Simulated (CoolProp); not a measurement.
Saturated liquid density (kg/m³) of m-xylene: the reference equation beside estimates from Tc = 343.7 °C, pc = 35.35 bar, ω = 0.326.

Values from CoolProp's reference Helmholtz-energy equation of state, Zhou 2012.

```tsv
T (°C)	reference	van der Waals	Redlich-Kwong	Soave-Redlich-Kwong	Peng-Robinson
73.55	817.2	462.3	683.3	708.2	797.8
90.65	801.6	454.1	669.2	695.8	784.7
107.85	785.5	445.5	654.4	682.6	770.5
124.95	769.2	436.5	638.8	668.5	755.3
142.15	752.2	427.1	622.2	653.3	738.8
159.25	734.7	417.3	604.8	637.0	721.0
176.45	716.4	406.8	586.2	619.3	701.6
193.55	697.4	395.8	566.5	600.2	680.5
210.75	677.1	384.0	545.3	579.2	657.2
227.85	655.5	371.4	522.7	556.4	631.6
245.05	632.0	357.8	498.0	531.1	602.8
262.25	606.2	342.8	471.0	502.7	570.5
279.35	577.2	326.1	441.3	470.8	533.7
296.55	543.0	307.0	407.2	433.5	490.2
313.65	500.7	284.0	366.9	388.6	437.4
```

Absolute difference from the reference over all 15 rows, mean and median: van der Waals 43.3 and 43.3 %, Redlich-Kwong 19.8 and 18.8 %, Soave-Redlich-Kwong 15.4 and 13.9 %, Peng-Robinson 4.2 and 2.4 %.
